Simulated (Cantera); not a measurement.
Thermodynamics of boron, boron nitride and boron oxide, feed BCl3 + O2 + H2O

A closed system holds: 1 mol BCl3, 2.9 mol O2, 0.84 mol H2O, held at 1052 °C and 0.0210 bar.

Equilibrium computed with Cantera from the NASA thermochemical tables; the gas is ideal and each condensed phase is pure. Candidate condensed phases: B, B2O3, B3O3H3, H2O; 33 gas species. The tables' values for BOCl are old estimates; treat these amounts as uncertain. Gases not in the tables: H3BO3. Kinetics and transport are ignored.

```json
{
  "x(O2)": "0.512",
  "x(HCl)": "0.324",
  "x(Cl2)": "0.120",
  "x(Cl)": "0.0369",
  "x(H2O)": "0.00532",
  "x(HBO2)": "0.00208",
  "x(ClO)": "0.000121",
  "x(BOCl)": "3.29e-5",
  "x(B2O3)": "1.75e-5",
  "n(B2O3(l))": "0.495 mol",
  "gas_amount": "4.992 mol",
  "log10 activity of B(s) (absent)": "-17.23",
  "log10 activity of B3O3H3(s) (absent)": "-38.07"
}
```
